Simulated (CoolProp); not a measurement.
Saturated liquid density (kg/m³) of R1234ze(Z): the reference equation beside estimates from Tc = 150.1 °C, pc = 3.531 MPa, ω = 0.327. Rackett uses Z = 0.29056 − 0.08775 ω.

The numbers come from the reference Helmholtz-energy equation of state, Akasaka 2019 in CoolProp.

```csv
T (°C),reference,Rackett,van der Waals,Redlich-Kwong,Soave-Redlich-Kwong,Peng-Robinson
32.85,1203,1106,639.7,923.0,974.6,1104
37.45,1191,1094,633.1,911.3,963.4,1092
42.05,1178,1082,626.4,899.3,951.8,1079
46.65,1164,1070,619.6,887.1,939.8,1066
51.35,1150,1058,612.4,874.2,927.2,1051
55.95,1137,1045,605.2,861.2,914.3,1037
60.55,1122,1032,597.8,847.9,901.1,1022
65.15,1108,1019,590.2,834.2,887.3,1007
69.75,1093,1005,582.4,820.1,873.0,990.9
74.35,1077,991.5,574.3,805.5,858.1,974.1
78.95,1061,977.2,565.9,790.5,842.7,956.6
83.55,1045,962.5,557.3,774.9,826.5,938.3
88.15,1028,947.2,548.4,758.8,809.7,919.0
92.75,1010,931.4,539.1,742.1,792.1,898.9
97.35,991.5,914.9,529.4,724.7,773.6,877.6
```

Absolute difference from the reference over all 15 rows, mean and median: Rackett 8.0 and 8.0 %, van der Waals 46.7 and 46.7 %, Redlich-Kwong 24.8 and 24.7 %, Soave-Redlich-Kwong 20.1 and 19.9 %, Peng-Robinson 9.4 and 9.1 %.
